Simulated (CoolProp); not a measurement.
A Linde-Hampson liquefier for methane: isothermal reversible compression at 300 K from 1 atm to 10 MPa, throttling to 1 atm, return gas leaving the recuperator 10 K below the feed. Each further row changes one setting.

Model: reference Helmholtz-energy equation of state, Setzmann 1991, in CoolProp.

```csv
case,liquid yield per pass,compression work (kJ/kg of gas)
as stated,…,689
high pressure 20 MPa,…,…
warm-end temperature 330 K,…,767
warm-end gap 15 K,…,689
```

Task: Complete the blanks.

Result: 
- as stated, liquid yield per pass: 0.086
- high pressure 20 MPa, liquid yield per pass: 0.175
- high pressure 20 MPa, compression work (kJ/kg of gas): 779
- warm-end temperature 330 K, liquid yield per pass: 0.059
- warm-end gap 15 K, liquid yield per pass: 0.075
